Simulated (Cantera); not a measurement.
Predominance diagram of Ta at 1300 K against the partial pressures of O2 and CO (log10, bar). Cantera with NASA thermochemical tables; ideal gases at 1 bar, condensed phases pure. Candidates: Ta(s), TaC(s), Ta2O5(s). Only these pure phases compete in this equilibrium. TaC: taken at fixed stoichiometry. Not in the tables: Ta2C.

```
log p(CO) \ log p(O2)
        columns: -25, -23.6, -22.2, -20.8, -19.4, -18.1, -16.7, -15.3, -13.9, -12.5, -11.1, -9.7, -8.3, -6.9, -5.6, -4.2, -2.8, -1.4, 0
      0  A A A A A B B B B B A A A A A A A A A
   -0.8  A A A A B B B B B B B A A A A A A A A
   -1.5  A A A C B B B B B B B B A A A A A A A
   -2.2  A A C C B B B B B B B B B A A A A A A
     -3  A C C C B B B B B B B B B B A A A A A
   -3.8  C C C B B B B B B B B B B B B B A A A
   -4.5  C C C B B B B B B B B B B B B B B A A
   -5.2  C C C B B B B B B B B B B B B B B B A
     -6  C C B B B B B B B B B B B B B B B B B
   -6.8  C C B B B B B B B B B B B B B B B B B
   -7.5  C C B B B B B B B B B B B B B B B B B
   -8.2  C B B B B B B B B B B B B B B B B B B
     -9  C B B B B B B B B B B B B B B B B B B
```

A: out of reach (another gas would pass 10 bar, or a non-metal would condense); B: Ta2O5(s); C: TaC(s).
